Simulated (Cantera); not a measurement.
Charge: 1 mol B, 5.6 mol H₂O, at 1450 °C and 6.20 mbar.

These are equilibrium values from Cantera (NASA tables, ideal gas, pure condensed phases), not measurements of a reactor. Candidate condensed phases: B, B₂O₃, B₃O₃H₃, H₂O; 23 gas species. Rates play no part.

Problem. What is the equilibrium state?

Solution. 
- x(H₂O): 0.592
- x(H₂): 0.245
- x(HBO₂): 0.158
- x(B₂O₃): 0.00267
- x(H): 0.00115
- x(OH): 0.000152
- x(HBO): 0.000119
- x(BO₂): 4.95e-5
- x(BO): 1.08e-5
- gas amount: 6.104 mol
- log10 activity of B(s) (absent): -7.72
- log10 activity of B₃O₃H₃(s) (absent): -19.91
